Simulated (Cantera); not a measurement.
CO + H₂ + N₂ (carbon deposition, reforming and gasification)

Input: 1 mol CO, 1.3 mol H₂, 15 mol N₂, at 0.133 bar.

Equilibrium computed with Cantera from the NASA thermochemical tables; the gas is ideal and each condensed phase is pure. Candidate condensed phases: C, C₆H₆, C₇H₈, C₈H₁₈, H₂O; 136 gas species. Kinetics and transport are ignored.

From 227 °C to 827 °C the condensed part is C(graphite). From 1027 °C to 1427 °C nothing is condensed. The main C-bearing gas is CH₄ at 227 °C and CO at 1427 °C.

| T (°C) | x N₂ | x H₂ | x CO | x H₂O | x CO₂ | x CH₄ | n C(graphite) |
|---|---|---|---|---|---|---|---|
| 227 | 0.926 | 0.00676 | 1.08e-5 | 0.0430 | 0.00937 | 0.0152 | 0.601 |
| 427 | 0.901 | 0.0537 | 0.00582 | 0.0178 | 0.0182 | 0.00327 | 0.546 |
| 627 | 0.870 | 0.0737 | 0.0526 | 0.00126 | 0.00206 | 0.000226 | 0.0533 |
| 827 | 0.867 | 0.0750 | 0.0577 | 5.16e-5 | 3.92e-5 | 2.70e-5 | 0.00101 |
| 1027 | 0.867 | 0.0751 | 0.0578 | 1.47e-5 | 6.43e-6 | 2.12e-6 | 0 |
| 1227 | 0.867 | 0.0751 | 0.0578 | 1.46e-5 | 4.33e-6 | 1.32e-7 | 0 |
| 1427 | 0.867 | 0.0751 | 0.0578 | 1.48e-5 | 3.34e-6 | 1.55e-8 | 0 |
x: gas mole fraction; n: condensed amount in mol.
